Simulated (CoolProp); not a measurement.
A single-stage vapour-compression cycle with R1132(E): evaporating at 268.15 K (dew point), condensing at 332.15 K (bubble point), superheat 2 K, subcooling 8 K, compressor efficiency 0.65, no pressure losses. Each further row changes one setting.

Values from CoolProp's reference Helmholtz-energy equation of state, Akasaka 2024.

```csv
case,cooling COP,pressure ratio,discharge temperature (K),refrigerating effect (kJ/kg),volumetric capacity (kJ/m³)
as stated,1.84,5.26,378.3,153,3480
evaporating temperature 273.15 K,2.09,[?],373.9,156,4130
condensing temperature 327.15 K,2.11,4.73,370.8,164,3720
subcooling 13 K,[?],5.26,378.3,164,3730
superheat 12 K,1.85,5.26,389.8,164,[?]
compressor efficiency 0.55,1.56,5.26,[?],153,3480
```

Task: What belongs in the gaps?

Result: 
- evaporating temperature 273.15 K, pressure ratio: 4.49
- subcooling 13 K, cooling COP: 1.97
- superheat 12 K, volumetric capacity (kJ/m³): 3520
- compressor efficiency 0.55, discharge temperature (K): 389.3
